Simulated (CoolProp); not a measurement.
A Linde-Hampson liquefier for ethane: isothermal reversible compression at 320 K from 1 atm to 20 MPa, throttling to 1 atm, return gas leaving the recuperator 0 K below the feed. Each further row changes one setting.

Values from CoolProp's reference Helmholtz-energy equation of state, Bücker 2006.

| case | liquid yield per pass | compression work (kJ/kg of gas) |
|---|---|---|
| as stated | ? | 366 |
| high pressure 40 MPa | 0.461 | ? |
| warm-end temperature 350 K | 0.381 | ? |
| warm-end gap 5 K | ? | 366 |

Question: What belongs in the gaps?

Answer: 
- as stated, liquid yield per pass: 0.465
- high pressure 40 MPa, compression work (kJ/kg of gas): 414
- warm-end temperature 350 K, compression work (kJ/kg of gas): 429
- warm-end gap 5 K, liquid yield per pass: 0.458
